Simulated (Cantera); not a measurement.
Charge: 1 mol AlCl3, 17 mol N2O, 59 mol H2, equilibrated at 1752 °C and 750 Torr.

These are equilibrium values from Cantera (NASA tables, ideal gas, pure condensed phases), not measurements of a reactor. Candidate condensed phases: Al, AlCl3, AlN, Al2O3, H2O, NH4Cl; 45 gas species. Gases not in the tables: Al(OH)3. Equilibrium is a limit: real reactors are often held back by kinetics, nucleation or transport.

Base state: H2 0.541, N2 0.219, H2O 0.200, HCl 0.0386, H 0.00142, Cl 7.50e-5, OH 5.47e-5 (mole fractions); condensed: Al2O3(s).

Task: What changes in the equilibrium state with this change: pressure from 750 Torr to 21.8 Torr?

Result: 
```json
[
 {"species": "H2", "before": "0.541", "after": "0.536"},
 {"species": "N2", "before": "0.219", "after": "0.218"},
 {"species": "H2O", "before": "0.200", "after": "0.199"},
 {"species": "H", "before": "0.00142", "after": "0.00827"},
 {"species": "HCl", "before": "0.0386", "after": "0.0381"},
 {"species": "OH", "before": "5.47e-5", "after": "0.000321"},
 {"species": "Cl", "before": "7.50e-5", "after": "0.000437"},
 {"species": "Al2O3(s), mol", "before": "0.500", "after": "0.500"}
]
```
